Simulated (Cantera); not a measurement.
An adiabatic, constant-pressure homogeneous reactor starts with CH4 : CO : O2 : N2 = 1 : 0.13 : 1.03 : 9.4 (molar parts), at 1675 K and 2800000 Pa. Integrator tolerance rtol = 1e-08.

Detailed kinetics in Cantera: GRI-Mech 3.0 (53 species, 325 reactions). The pressure lies above the range GRI-Mech 3.0 was tuned for (to about 10 atm).

**Question.** What does this change do: CH4 1 to 1.4 parts?

**Answer.** 
```json
[
 {"quantity": "time of steepest temperature rise", "before": "56.0 µs", "after": "63.5 µs"},
 {"quantity": "temperature at 2.00 s", "before": "2307 K", "after": "2086 K"},
 {"quantity": "equilibrium temperature", "before": "2307 K", "after": "2086 K"},
 {"quantity": "x(CH4) at 2.00 s", "before": "4.20e-9 (gas-phase equilibrium 4.66e-9)", "after": "2.12e-7 (gas-phase equilibrium 2.34e-7)"},
 {"quantity": "x(CO) at 2.00 s", "before": "0.0784 (gas-phase equilibrium 0.0784)", "after": "0.106 (gas-phase equilibrium 0.106)"},
 {"quantity": "x(O2) at 2.00 s", "before": "1.19e-7 (gas-phase equilibrium 1.19e-7)", "after": "7.19e-10 (gas-phase equilibrium 7.18e-10)"},
 {"quantity": "x(NO) at 2.00 s", "before": "1.17e-5 (gas-phase equilibrium 1.17e-5)", "after": "5.81e-7 (gas-phase equilibrium 5.25e-7)"},
 {"quantity": "x(CH2O) at 2.00 s", "before": "7.62e-8 (gas-phase equilibrium 7.62e-8)", "after": "1.93e-7 (gas-phase equilibrium 1.93e-7)"}
]
```

**Question.** What does this change do: 0.086 parts C2H6 added?

**Answer.** 
```
quantity                                                            before                                    after
---------------------------------  ---------------------------------------  ---------------------------------------
time of steepest temperature rise                                  56.0 µs                                  25.4 µs
temperature at 2.00 s                                               2307 K                                   2224 K
equilibrium temperature                                             2307 K                                   2224 K
x(CH4) at 2.00 s                   4.20e-9 (gas-phase equilibrium 4.66e-9)  2.11e-8 (gas-phase equilibrium 2.34e-8)
x(CO) at 2.00 s                      0.0784 (gas-phase equilibrium 0.0784)    0.0915 (gas-phase equilibrium 0.0915)
x(O2) at 2.00 s                    1.19e-7 (gas-phase equilibrium 1.19e-7)  1.72e-8 (gas-phase equilibrium 1.72e-8)
x(NO) at 2.00 s                    1.17e-5 (gas-phase equilibrium 1.17e-5)  3.68e-6 (gas-phase equilibrium 3.68e-6)
x(CH2O) at 2.00 s                  7.62e-8 (gas-phase equilibrium 7.62e-8)  1.18e-7 (gas-phase equilibrium 1.18e-7)
```
